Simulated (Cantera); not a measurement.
Input: 1 mol Al2O3, 3.5 mol HCl, 0.29 mol H2, held at 1650 °C and 1.28 Torr.

These are equilibrium values from Cantera (NASA tables, ideal gas, pure condensed phases), not measurements of a reactor. Candidate condensed phases: Al, AlCl3, Al2O3, H2O; 29 gas species. The tables' values for AlCl2 are old estimates; treat these amounts as uncertain. The numbers say what is thermodynamically allowed, not how fast it happens.

Base state: HCl 0.842, H2 0.0927, Cl 0.0475, H 0.00696, H2O 0.00629, AlCl3 0.00157, AlCl 0.00156, AlCl2 0.00103 (mole fractions); condensed: Al2O3(s).

Problem. What changes in the equilibrium state with this change: temperature from 1650 °C to 825 °C?

Solution. 
| species | before | after |
|---|---|---|
| HCl | 0.842 | 0.923 |
| H2 | 0.0927 | 0.0765 |
| H2O | 0.00629 | 0.000263 |
| Cl | 0.0475 | 1.79e-6 |
| AlCl3 | 0.00157 | 0.000176 |
| AlCl | 0.00156 | <1e-9 |
| AlOCl | 0.000177 | <1e-9 |
| Al2O3(s), mol | 0.992 | 1.000 |

Problem. What changes in the equilibrium state with this change: pressure from 1.28 Torr to 375 Torr?

Solution. 
```json
[
 {"species": "HCl", "before": "0.842", "after": "0.894"},
 {"species": "H2", "before": "0.0927", "after": "0.0780"},
 {"species": "H2O", "before": "0.00629", "after": "0.0144"},
 {"species": "Cl", "before": "0.0475", "after": "0.00321"},
 {"species": "AlCl3", "before": "0.00157", "after": "0.00928"},
 {"species": "AlCl", "before": "0.00156", "after": "2.34e-5"},
 {"species": "AlOCl", "before": "0.000177", "after": "7.24e-6"},
 {"species": "H", "before": "0.00696", "after": "0.000372"},
 {"species": "Al2O3(s), mol", "before": "0.992", "after": "0.982"}
]
```
